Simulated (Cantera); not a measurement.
Input (Python, Cantera):

```python
import numpy as np
import cantera as ct

gas = ct.Solution("gri30.yaml")


def delay(T, t_max=10):
    gas.TPX = T, 1100000, {'C3H8': 1, 'O2': 5, 'N2': 18.8}
    reactor = ct.IdealGasConstPressureReactor(gas, clone=False)
    net = ct.ReactorNet([reactor])
    net.rtol, net.atol = 1e-8, 1e-16
    while net.time < t_max:
        t_old, T_old = net.time, reactor.T
        net.step()
        if reactor.T > T + 400:  # ignition: a rise of 400 K
            return t_old + (T + 400 - T_old) / (reactor.T - T_old) * (net.time - t_old)
    return np.nan


taus = []
for T in [1050, 1100, 1150, 1200, 1250, 1300, 1350, 1400, 1450]:
    taus.append(delay(T))
    print(f"T0 = {T:6g} K   tau = {taus[-1]:.4e} s")
```

Result:

```
T0 =   1050 K   tau = 2.4767e-02 s
T0 =   1100 K   tau = 9.7441e-03 s
T0 =   1150 K   tau = 3.8792e-03 s
T0 =   1200 K   tau = 1.5694e-03 s
T0 =   1250 K   tau = 6.5335e-04 s
T0 =   1300 K   tau = 2.8421e-04 s
T0 =   1350 K   tau = 1.3091e-04 s
T0 =   1400 K   tau = 6.4402e-05 s
T0 =   1450 K   tau = 3.3958e-05 s
```

Cantera simulation using GRI-Mech 3.0 (53 species, 325 reactions); the numbers are that mechanism's predictions, not measurements. GRI-Mech 3.0 was tuned for natural gas; its chemistry of propane as a main component is partial and can be far from experiment.
